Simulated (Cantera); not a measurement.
Cantera with NASA thermochemical tables; ideal gases at 1 bar, condensed phases pure. Values are per mole of reaction as written; species without (g) are pure solids or liquids, kept so even where they would boil at 1 bar.

HCl(g) + Li + F(g) → LiCl + HF(g), with ΔH° = -667.9 kJ and ΔS° = -141.7 J/K at 300 K.

**Question.** How far is the shortcut ΔG° ≈ ΔH°(300 K) − T·ΔS°(300 K) from the full temperature-dependent value at 925, 950, 975, 1000, 1025, 1050, 1075 K?

**Answer.** 
```
T (K)  shortcut (kJ)  full (kJ)  difference (kJ)  difference in log10 K  condensed phases
-----  -------------  ---------  ---------------  ---------------------  ----------------
925           -536.8     -535.5             -1.3                   0.08    Li(l), LiCl(l)
950           -533.3     -532.4             -0.8                   0.05    Li(l), LiCl(l)
975           -529.7     -529.4             -0.3                   0.02    Li(l), LiCl(l)
1000          -526.2     -526.4              0.2                  -0.01    Li(l), LiCl(l)
1025          -522.7     -523.4              0.7                  -0.04    Li(l), LiCl(l)
1050          -519.1     -520.4              1.3                  -0.06    Li(l), LiCl(l)
1075          -515.6     -517.4              1.8                  -0.09    Li(l), LiCl(l)
```
The shortcut ignores heat capacities and the phase changes listed.
